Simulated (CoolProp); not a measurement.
CHF3 (R23) along the isobar 3.31 MPa: Z from the reference equation and from simpler models built on Tc = 26.1 °C, pc = 4.832 MPa, ω = 0.263; each cubic takes its own stable root.

The numbers come from the reference Helmholtz-energy equation of state, Penoncello 2003 in CoolProp.

```json
[
 {"T (°C)": "-122.65", "phase": "liquid", "reference": "0.1159", "Redlich-Kwong": "0.1396", "Soave-Redlich-Kwong": "0.1367", "Peng-Robinson": "0.1216"},
 {"T (°C)": "-101.65", "phase": "liquid", "reference": "0.1066", "Redlich-Kwong": "0.1282", "Soave-Redlich-Kwong": "0.1248", "Peng-Robinson": "0.1108"},
 {"T (°C)": "-80.65", "phase": "liquid", "reference": "0.09996", "Redlich-Kwong": "0.1205", "Soave-Redlich-Kwong": "0.1166", "Peng-Robinson": "0.1033"},
 {"T (°C)": "-59.75", "phase": "liquid", "reference": "0.09551", "Redlich-Kwong": "0.1160", "Soave-Redlich-Kwong": "0.1116", "Peng-Robinson": "0.09869"},
 {"T (°C)": "-38.75", "phase": "liquid", "reference": "0.09311", "Redlich-Kwong": "0.1147", "Soave-Redlich-Kwong": "0.1097", "Peng-Robinson": "0.09691"},
 {"T (°C)": "-17.75", "phase": "liquid", "reference": "0.09329", "Redlich-Kwong": "0.1178", "Soave-Redlich-Kwong": "0.1121", "Peng-Robinson": "0.09901"},
 {"T (°C)": "3.15", "phase": "liquid", "reference": "0.09863", "Redlich-Kwong": "0.1313", "Soave-Redlich-Kwong": "0.1240", "Peng-Robinson": "0.1097"},
 {"T (°C)": "24.15", "phase": "gas", "reference": "0.6781", "Redlich-Kwong": "0.7022", "Soave-Redlich-Kwong": "0.7006", "Peng-Robinson": "0.6771"},
 {"T (°C)": "45.05", "phase": "gas", "reference": "0.7703", "Redlich-Kwong": "0.7753", "Soave-Redlich-Kwong": "0.7851", "Peng-Robinson": "0.7632"},
 {"T (°C)": "66.05", "phase": "gas", "reference": "0.8263", "Redlich-Kwong": "0.8234", "Soave-Redlich-Kwong": "0.8391", "Peng-Robinson": "0.8187"},
 {"T (°C)": "87.05", "phase": "gas", "reference": "0.8648", "Redlich-Kwong": "0.8578", "Soave-Redlich-Kwong": "0.8771", "Peng-Robinson": "0.8580"},
 {"T (°C)": "107.95", "phase": "gas", "reference": "0.8929", "Redlich-Kwong": "0.8836", "Soave-Redlich-Kwong": "0.9051", "Peng-Robinson": "0.8872"},
 {"T (°C)": "128.95", "phase": "gas", "reference": "0.9144", "Redlich-Kwong": "0.9037", "Soave-Redlich-Kwong": "0.9265", "Peng-Robinson": "0.9099"},
 {"T (°C)": "149.95", "phase": "gas", "reference": "0.9312", "Redlich-Kwong": "0.9197", "Soave-Redlich-Kwong": "0.9433", "Peng-Robinson": "0.9277"},
 {"T (°C)": "170.85", "phase": "gas", "reference": "0.9445", "Redlich-Kwong": "0.9325", "Soave-Redlich-Kwong": "0.9565", "Peng-Robinson": "0.9419"},
 {"T (°C)": "191.85", "phase": "gas", "reference": "0.9553", "Redlich-Kwong": "0.9430", "Soave-Redlich-Kwong": "0.9672", "Peng-Robinson": "0.9534"}
]
```
